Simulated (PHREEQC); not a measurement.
## Polishing slurry liquid: an equilibrium model

Make-up at 25 °C: 0.0076 mol KOH, 3.2e-05 mol Fe(NO3)3 and 8.4e-05 mol CdSO4 per kg of water. Closed to the air; pH follows from the charge balance.

Computed with PHREEQC (ion-association model, phreeqc.dat).

```yaml
pH: 11.82
ionic_strength: 0.00768 mol/kgw
specific_conductance: 1900 µS/cm
total_alkalinity: 7.54 meq/kg
```

```
species   molality  activity   log γ
--------  --------  --------  ------
K+         0.00760   0.00692  -0.040
OH-        0.00730   0.00665  -0.041
NO3-       9.60e-5   8.73e-5  -0.041
SO4-2      8.10e-5   5.65e-5  -0.157
Cd(OH)2    7.54e-5   7.56e-5   0.001
Fe(OH)4-   3.19e-5   2.92e-5  -0.039
Cd(OH)3-   6.11e-6   5.57e-6  -0.040
KSO4-      3.00e-6   2.75e-6  -0.039
CdOH+      2.35e-6   2.14e-6  -0.040
Cd+2       5.66e-8   3.92e-8  -0.160
Fe(OH)3    4.87e-8   4.88e-8   0.001
```

Precipitation was switched off in this run. The solution is supersaturated, for example in Cd(OH)2, Fe(OH)3(a), so a real one may precipitate; this is no full list. Complexes and solids missing from the database can't appear.
